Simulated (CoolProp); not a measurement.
Properties of dodecamethylcyclohexasiloxane (D6) along the isotherm 531.5 K (Tc = 645.8 K, pc = 0.9614 MPa, ω = 0.736).

Computed with CoolProp (reference Helmholtz-energy equation of state, Colonna 2008). It is a short technical equation, of lower accuracy than the large ones.

```
p (MPa)   phase  density (kg/m³)  speed of sound (m/s)
-------  ------  ---------------  --------------------
0.2      liquid            685.7                 295.1
0.401    liquid            688.2                 299.6
0.601    liquid            690.7                 303.9
0.801    liquid            693.0                 308.1
1        liquid            695.3                 312.1
1.2      liquid            697.6                 316.1
1.4      liquid            699.8                 319.9
1.6      liquid            701.9                 323.7
1.8      liquid            704.0                 327.4
2        liquid            706.0                 331.0
2.2      liquid            708.0                 334.5
2.4      liquid            710.0                 338.0
```
